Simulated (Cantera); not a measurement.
A jet of 2.75 % CH4, 6.76 % O2, 90.5 % N2, equivalence ratio 0.81 at 300 K and 7300 Pa hits a platinum plate 5.5 cm away at a mass flux of 0.092 kg/m²/s; the plate temperature is set and raised in steps from an oxygen-covered start.

Computed with Cantera and Deutschmann's 1995 Pt surface mechanism with GRI-Mech 3.0 gas chemistry. Catalytic surfaces can have several steady states; this one follows from the mechanism file's or the stated starting coverage.

One state of this run: wall x CH4 = 0.00702; wall x O2 = 0.0242; wall x H2O = 0.0379; wall x OH = 5.41e-7; wall x CO = 8.85e-6; wall x CO2 = 0.0251; θ free Pt = 0.521; θ O* = 0.478; θ OH* = 0.00100. x: mole fraction at the wall; θ: surface coverage.

Which value of plate T (K) does it belong to?
A) 1050
B) 900
C) 1150
D) 1000

A, 1050
